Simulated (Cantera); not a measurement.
An isothermal, constant-pressure homogeneous reactor starts with C₂H₆ : N₂ = 1 : 29 (molar parts), at 1500 K and 38.3 Torr. Integrator tolerance rtol = 1e-08.

Model: GRI-Mech 3.0 (53 species, 325 reactions), integrated in Cantera. GRI-Mech 3.0 stops at C3 and has no aromatics, soot or wall deposition, so with more carbon than oxygen in the feed, carbon stays in small species such as C2H2 where larger ones or solid carbon would form.

**Question.** What does this change do: temperature 1500 to 1848 K?

**Answer.** 
```
quantity                                             before                                      after
-----------------  ----------------------------------------  -----------------------------------------
x(C₂H₆) at 1.00 s  1.56e-6 (gas-phase equilibrium 2.23e-10)  2.16e-10 (gas-phase equilibrium 1.16e-12)
x(C₂H) at 1.00 s    1.23e-8 (gas-phase equilibrium 5.36e-9)    3.09e-6 (gas-phase equilibrium 6.84e-7)
x(H₂) at 1.00 s       0.0505 (gas-phase equilibrium 0.0624)      0.0621 (gas-phase equilibrium 0.0622)
x(C₂H₂) at 1.00 s    0.0273 (gas-phase equilibrium 0.00907)     0.0312 (gas-phase equilibrium 0.00677)
x(CH₃) at 1.00 s    3.98e-5 (gas-phase equilibrium 4.07e-7)    8.03e-6 (gas-phase equilibrium 5.05e-7)
x(HCN) at 1.00 s     1.09e-6 (gas-phase equilibrium 0.0443)    0.000110 (gas-phase equilibrium 0.0489)
x(C₂H₄) at 1.00 s   4.81e-5 (gas-phase equilibrium 8.13e-6)    1.68e-6 (gas-phase equilibrium 3.61e-7)
```

**Question.** What does this change do: pressure from 38.3 Torr to 750 Torr?

**Answer.** 
```tsv
quantity	before	after
x(C₂H₆) at 1.00 s	1.56e-6 (gas-phase equilibrium 2.23e-10)	1.60e-6 (gas-phase equilibrium 7.84e-8)
x(C₂H) at 1.00 s	1.23e-8 (gas-phase equilibrium 5.36e-9)	3.61e-9 (gas-phase equilibrium 1.19e-9)
x(H₂) at 1.00 s	0.0505 (gas-phase equilibrium 0.0624)	0.0526 (gas-phase equilibrium 0.0607)
x(C₂H₂) at 1.00 s	0.0273 (gas-phase equilibrium 0.00907)	0.0278 (gas-phase equilibrium 0.00876)
x(CH₃) at 1.00 s	3.98e-5 (gas-phase equilibrium 4.07e-7)	9.17e-6 (gas-phase equilibrium 1.72e-6)
x(HCN) at 1.00 s	1.09e-6 (gas-phase equilibrium 0.0443)	1.83e-7 (gas-phase equilibrium 0.0436)
x(C₂H₄) at 1.00 s	4.81e-5 (gas-phase equilibrium 8.13e-6)	0.000422 (gas-phase equilibrium 0.000150)
```
